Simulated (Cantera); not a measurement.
A closed system holds: 1 mol Fe3O4, 2.3 mol HCl, equilibrated at 652 °C.

Equilibrium computed with Cantera from the NASA thermochemical tables; the gas is ideal and each condensed phase is pure. Candidate condensed phases: Fe, FeCl2, FeCl3, FeO, Fe(OH)2, Fe(OH)3, Fe2O3, Fe3O4, H2O; 22 gas species. The numbers say what is thermodynamically allowed, not how fast it happens.

**Question.** At 16.5 Torr, list the 5 most abundant gas species with their mole fractions, and the condensed phases.

**Answer.** HCl 0.936, H2O 0.0342, FeCl2 0.0217, FeCl3 0.00768, Fe2Cl4 0.000476. Condensed: Fe2O3(s) + Fe3O4(s).
